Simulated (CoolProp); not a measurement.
Octamethylcyclotetrasiloxane (D4) along the isobar 0.101 MPa: density (kg/m³) from the reference equation and from simpler models built on Tc = 313.4 °C, pc = 1.347 MPa, ω = 0.598; each cubic takes its own stable root.

Values from CoolProp's reference Helmholtz-energy equation of state, Thol 2015.

| T (°C) | phase | reference | Redlich-Kwong | Peng-Robinson |
|---|---|---|---|---|
| 80.95 | liquid | 886.1 | 741.8 | 897.2 |
| 92.25 | liquid | 872.7 | 730.1 | 886.7 |
| 103.65 | liquid | 859.0 | 717.8 | 875.5 |
| 115.05 | liquid | 845.0 | 704.9 | 863.6 |
| 126.35 | liquid | 830.9 | 691.6 | 851.0 |
| 137.75 | liquid | 816.5 | 9.462 | 837.5 |
| 149.05 | liquid | 801.8 | 9.154 | 823.1 |
| 160.45 | liquid | 786.6 | 8.865 | 807.5 |
| 171.85 | liquid | 770.9 | 8.596 | 790.8 |
| 183.15 | gas | 8.507 | 8.347 | 8.491 |
| 194.55 | gas | 8.240 | 8.112 | 8.234 |
| 205.85 | gas | 7.996 | 7.892 | 7.997 |
| 217.25 | gas | 7.767 | 7.684 | 7.773 |
| 228.65 | gas | 7.553 | 7.487 | 7.563 |

At some of these states Redlich-Kwong gives the other phase, because its saturation line lies elsewhere.
